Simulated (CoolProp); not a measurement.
Vapour-liquid equilibrium of cyclohexane (1) + toluene (2) at 458.2 K; x and y are mole fractions of (1).

The numbers come from the multi-fluid Helmholtz-energy mixture model, Zhou 2014 and Lemmon 2006; pair parameters Bell 2016 in CoolProp.

Q: Give the bubble pressure and the first vapour's composition at x = 0.25, 0.65, 0.75. Is there an azeotrope?

A: x = 0.25: 721.9 kPa, y = 0.377; x = 0.65: 917.4 kPa, y = 0.743; x = 0.75: 959.2 kPa, y = 0.817. No azeotrope shows between x = 0.05 and 0.95.

The pair parameters rest on a limited set of measurements; away from them the model extrapolates.
